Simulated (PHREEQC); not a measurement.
A PHREEQC speciation (ion-association model, phreeqc.dat) at 34 °C gives pH 1.16 and these molalities:

```tsv
species	mol/kgw
Cl-	0.181
H+	0.0901
Cu+2	0.0563
HSO4-	0.0379
CdCl+	0.0238
SO4-2	0.0139
CuCl+	0.0117
CuSO4	0.0105
CdCl2	0.00848
Cd+2	0.00511
CdSO4	0.00135
CdCl3-	0.00111
CuCl2	0.000533
Cd(SO4)2-2	0.000178
```

Problem. What are the element totals, and what could have been dissolved in 1 kg of water to give them?

Solution. This is not unique; one that fits is totals Cd 0.0400, Cl 0.238, Cu(2) 0.0790, S(6) 0.0640 mol/kgw, from 0.04 mol/kgw CdCl2, 0.079 mol/kgw CuCl2 and 0.064 mol/kgw H2SO4.

No solid was allowed to form. Complexes and solids missing from the database can't appear.
